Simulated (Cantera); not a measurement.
Input (Python, Cantera) and output of one run.

```python
import numpy as np
import cantera as ct

gas_names = [...]  # 113 gases of nasa_gas.yaml made of C, F, H, Si
cond_names = """
    C(gr) C6H6(L) C7H8(L) C8H18(L),n-octa Si(cr) Si(L) SiC(b)
""".split()


# ... load() reads the species with a 1 bar reference pressure and builds the phases ...
atoms = {
    'CF4': {'C': 1, 'F': 4},
    'H2': {'H': 2},
    'Si': {'Si': 1},
}
top_T = {'C(gr)': 4500, 'SiC(b)': 3050}  # K; cautious upper limits of use, not melting points


# ... equilibrate(T, P, feed) seeds the gas with the atoms and calls Mixture.equilibrate('TP', solver="vcs", rtol=1e-11, max_steps=5000) ...
results = []
feed = {'CF4': 1, 'H2': 0.042, 'Si': 0.1}  # mol
P = 37  # Pa
for T in [1050, 1125, 1200, 1275, 1350, 1425, 1500, 1575, 1650, 1725, 1800, 1875, 1950, 2025]:
    mix = equilibrate(T, P, feed)
    results.append((T, P, feed, dict(zip(mix.species_names, mix.species_moles))))
    x = sorted(zip(gas.X, gas.species_names), reverse=True)
    print(f"T = {T:g} K  P = {P:g} Pa  gas = {mix.phase_moles(0):.4g} mol")
    print("   x: " + "  ".join(f"{s} {v:.3e}" for v, s in x if v > 0.0001))
    print("   condensed (mol): " + ("  ".join(f"{mix.phase(i).name} {mix.phase_moles(i):.4g}"
          for i in range(1, mix.n_phases) if mix.phase_moles(i) > 1e-12) or "none"))
```

It prints:

```
T = 1050 K  P = 37 Pa  gas = 1.063 mol
   x: CF4 8.269e-01  SiF4 9.407e-02  HF 7.902e-02
   condensed (mol): C(gr) 0.121
T = 1125 K  P = 37 Pa  gas = 1.063 mol
   x: CF4 8.269e-01  SiF4 9.407e-02  HF 7.902e-02
   condensed (mol): C(gr) 0.121
T = 1200 K  P = 37 Pa  gas = 1.063 mol
   x: CF4 8.269e-01  SiF4 9.407e-02  HF 7.902e-02
   condensed (mol): C(gr) 0.121
T = 1275 K  P = 37 Pa  gas = 1.063 mol
   x: CF4 8.269e-01  SiF4 9.407e-02  HF 7.902e-02
   condensed (mol): C(gr) 0.121
T = 1350 K  P = 37 Pa  gas = 1.063 mol
   x: CF4 8.267e-01  SiF4 9.406e-02  HF 7.901e-02  CF2 1.669e-04
   condensed (mol): C(gr) 0.1209
T = 1425 K  P = 37 Pa  gas = 1.063 mol
   x: CF4 8.261e-01  SiF4 9.403e-02  HF 7.898e-02  CF2 6.205e-04  F 1.853e-04
   condensed (mol): C(gr) 0.1207
T = 1500 K  P = 37 Pa  gas = 1.065 mol
   x: CF4 8.243e-01  SiF4 9.392e-02  HF 7.890e-02  CF2 2.017e-03  F 7.045e-04  CF3 1.956e-04
   condensed (mol): C(gr) 0.1201
T = 1575 K  P = 37 Pa  gas = 1.068 mol
   x: CF4 8.191e-01  SiF4 9.362e-02  HF 7.864e-02  CF2 5.835e-03  F 2.356e-03  CF3 4.626e-04
   condensed (mol): C(gr) 0.1184
T = 1650 K  P = 37 Pa  gas = 1.077 mol
   x: CF4 8.059e-01  SiF4 9.284e-02  HF 7.798e-02  CF2 1.522e-02  F 7.045e-03  CF3 1.003e-03
   condensed (mol): C(gr) 0.1144
T = 1725 K  P = 37 Pa  gas = 1.099 mol
   x: CF4 7.755e-01  SiF4 9.099e-02  HF 7.643e-02  CF2 3.601e-02  F 1.904e-02  CF3 1.994e-03
   condensed (mol): C(gr) 0.1059
T = 1800 K  P = 37 Pa  gas = 1.149 mol
   x: CF4 7.121e-01  SiF4 8.705e-02  CF2 7.724e-02  HF 7.312e-02  F 4.679e-02  CF3 3.604e-03
   condensed (mol): C(gr) 0.08897
T = 1875 K  P = 37 Pa  gas = 1.256 mol
   x: CF4 5.952e-01  CF2 1.479e-01  F 1.044e-01  SiF4 7.959e-02  HF 6.686e-02  CF3 5.755e-03  CF 2.502e-04
   condensed (mol): C(gr) 0.0588
T = 1950 K  P = 37 Pa  gas = 1.478 mol
   x: CF4 4.147e-01  CF2 2.440e-01  F 2.084e-01  SiF4 6.765e-02  HF 5.683e-02  CF3 7.648e-03  CF 7.506e-04
   condensed (mol): C(gr) 0.01401
T = 2025 K  P = 37 Pa  gas = 1.891 mol
   x: F 3.738e-01  CF2 3.085e-01  CF4 2.111e-01  SiF4 5.287e-02  HF 4.443e-02  CF3 7.487e-03  CF 1.747e-03
   condensed (mol): none
```

Cantera equilibrium calculation (NASA polynomials, part measured and part estimated; ideal gas, pure solids and liquids). The tables' values for SiF3 are old estimates; treat these amounts as uncertain. Gases not in the tables: C2F6 and larger saturated fluorocarbons.
